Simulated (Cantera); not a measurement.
A closed system holds: 1 mol Si, 3.3 mol CO2, a varied amount of H2, equilibrated at 1200 °C and 100000 Pa.

Cantera equilibrium calculation (NASA polynomials, part measured and part estimated; ideal gas, pure solids and liquids). Candidate condensed phases: C, C6H6, C7H8, C8H18, H2O, Si, SiC, SiO2; 123 gas species. The tables hold silica as quartz up to 1696 K and as liquid above; real silica turns to tridymite and cristobalite and melts near 1996 K. Gases not in the tables: Si(OH)4. The numbers say what is thermodynamically allowed, not how fast it happens.

x: gas mole fraction; n: condensed amount in mol.

```tsv
n(H2) (mol)	x H2	x CO	x H2O	x CO2	x CH4	x H	x SiO	n SiO2(β-quartz)
120	0.963	0.0266	0.0104	0.000117	1.40e-5	1.24e-5	7.17e-8	1.000
180	0.975	0.0179	0.00705	5.24e-5	1.45e-5	1.25e-5	1.07e-7	1.000
240	0.981	0.0135	0.00533	2.97e-5	1.47e-5	1.26e-5	1.43e-7	1.000
300	0.985	[?]	[?]	[?]	1.48e-5	1.26e-5	[?]	1.000
350	0.987	0.00931	0.00368	1.40e-5	1.49e-5	1.26e-5	2.08e-7	1.000
410	0.989	0.00796	0.00315	1.02e-5	1.50e-5	1.26e-5	2.44e-7	1.000
470	0.990	[?]	[?]	[?]	1.50e-5	1.26e-5	[?]	1.000
530	0.991	0.00617	0.00245	6.15e-6	1.51e-5	1.26e-5	3.15e-7	1.000
580	0.992	0.00564	0.00224	5.14e-6	1.51e-5	1.26e-5	3.44e-7	1.000
640	0.993	0.00511	0.00203	4.23e-6	1.51e-5	1.26e-5	3.80e-7	1.000
700	0.993	0.00467	0.00186	3.54e-6	1.51e-5	1.26e-5	4.15e-7	1.000
```

Task: Some entries are withheld; supply them.

Result: 
- 470, x CO: 0.00695
- 470, x H2O: 0.00275
- 470, x CO2: 7.81e-6
- 470, x SiO: 2.79e-7
- 300, x CO: 0.0108
- 300, x H2O: 0.00428
- 300, x CO2: 1.91e-5
- 300, x SiO: 1.79e-7
